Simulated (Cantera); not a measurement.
What does this Cantera script print?

```python
import numpy as np
import cantera as ct

gas = ct.Solution("SiF4_NH3_mec.yaml", "gas")
gas.TPX = 1825, 1333, {'NH3': 0.21, 'N2': 6.2}
reactor = ct.IdealGasConstPressureReactor(gas, energy="off", clone=False)
net = ct.ReactorNet([reactor])
net.rtol, net.atol = 1e-08, 1e-18
show = ['NH3', 'H2', 'NH2', 'N2', 'NH', 'N2H2']
times = np.geomspace(0.0001, 10, 13)

steps = ct.SolutionArray(gas, extra=["t"])
rows = []
print(f"{'t/s':>10s}{'T/K':>9s}{'P/Pa':>11s}" + "".join(f"{s:>11s}" for s in show))
for t in times:
    while net.time < t:
        t_next = net.step()
        steps.append(gas.state, t=t_next)
    rows.append([np.interp(t, steps.t, y) for y in (steps.T, steps.P, *steps(*show).X.T)])
    print(f"{t:10.3e}{rows[-1][0]:9.1f}{rows[-1][1]:11.4g}" + "".join(f"{x:11.3e}" for x in rows[-1][2:]))
rate = np.gradient(steps.T, steps.t)
print("integrator steps:", len(steps.t))
if steps.T.max() > steps.T[0] + 200:
    print(f"time of steepest temperature rise: {steps.t[rate.argmax()]:.4e} s")
gas.TPX = 1825, 1333, {'NH3': 0.21, 'N2': 6.2}
gas.equilibrate("TP")
print(f"equilibrium (TP): T = {gas.T:.1f} K  " + "  ".join(f"{s} {gas[s].X[0]:.3e}" for s in show))
```

Result:

```
       t/s      T/K       P/Pa        NH3         H2        NH2         N2         NH       N2H2
 1.000e-04   1825.0       1333  3.276e-02  1.584e-08  7.285e-08  9.672e-01  2.424e-13  5.917e-15
 2.610e-04   1825.0       1333  3.276e-02  7.983e-08  2.286e-07  9.672e-01  3.577e-12  1.154e-13
 6.813e-04   1825.0       1333  3.276e-02  3.065e-07  6.948e-07  9.672e-01  4.023e-11  1.751e-12
 1.778e-03   1825.0       1333  3.276e-02  9.314e-07  1.944e-06  9.672e-01  3.551e-10  1.752e-11
 4.642e-03   1825.0       1333  3.276e-02  2.569e-06  5.203e-06  9.672e-01  3.050e-09  1.419e-10
 1.212e-02   1825.0       1333  3.275e-02  6.936e-06  1.367e-05  9.672e-01  2.657e-08  1.133e-09
 3.162e-02   1825.0       1333  3.272e-02  2.044e-05  3.559e-05  9.672e-01  1.697e-07  9.520e-09
 8.254e-02   1825.0       1333  3.263e-02  9.886e-05  9.191e-05  9.672e-01  6.553e-07  7.329e-08
 2.154e-01   1825.0       1333  3.191e-02  1.048e-03  1.924e-04  9.668e-01  2.605e-06  4.341e-07
 5.623e-01   1825.0       1333  2.879e-02  5.629e-03  1.396e-04  9.654e-01  3.920e-06  3.662e-07
 1.468e+00   1825.0       1333  2.387e-02  1.281e-02  9.154e-05  9.632e-01  3.504e-06  1.985e-07
 3.831e+00   1825.0       1333  1.648e-02  2.357e-02  5.983e-05  9.599e-01  2.869e-06  1.009e-07
 1.000e+01   1825.0       1333  7.704e-03  3.633e-02  3.133e-05  9.559e-01  1.946e-06  3.398e-08
integrator steps: 907
equilibrium (TP): T = 1825.0 K  NH3 3.664e-09  H2 4.715e-02  NH2 1.754e-10  N2 9.520e-01  NH 1.415e-10  N2H2 5.344e-16
```

Model: the gas-phase N/H chemistry of the illustrative SiF4/NH3 mechanism in the Surface Chemkin manual (1991), integrated in Cantera. Walls and surfaces, which speed up NH3 decomposition in real reactors, are not modelled.
